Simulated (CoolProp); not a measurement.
Vapour-liquid equilibrium of ethylbenzene (1) + p-xylene (2) at 212.45 °C; x and y are mole fractions of (1).

Computed with CoolProp (multi-fluid Helmholtz-energy mixture model, Zhou 2012 and Zhou 2012; pair parameters Bell 2016).

| x | bubble pressure, mixture model (bar) | bubble pressure, Raoult's law (bar) | y, mixture model | y, Raoult's law |
|---|---|---|---|---|
| 0.05 | 5.244 | 5.238 | 0.053 | 0.052 |
| 0.15 | 5.275 | 5.260 | 0.156 | 0.155 |
| 0.25 | 5.302 | 5.283 | 0.258 | 0.258 |
| 0.35 | 5.327 | 5.305 | 0.358 | 0.360 |
| 0.45 | 5.349 | 5.328 | 0.458 | 0.460 |
| 0.55 | 5.369 | 5.350 | 0.558 | 0.560 |
| 0.65 | 5.388 | 5.373 | 0.657 | 0.659 |
| 0.75 | 5.406 | 5.395 | 0.755 | 0.758 |
| 0.85 | 5.424 | 5.417 | 0.854 | 0.855 |
| 0.95 | 5.442 | 5.440 | 0.951 | 0.952 |

The largest gap from Raoult's law is +0.4 % in bubble pressure, at x = 0.35. No azeotrope shows between x = 0.05 and 0.95.

The pair parameters rest on a limited set of measurements; away from them the model extrapolates.
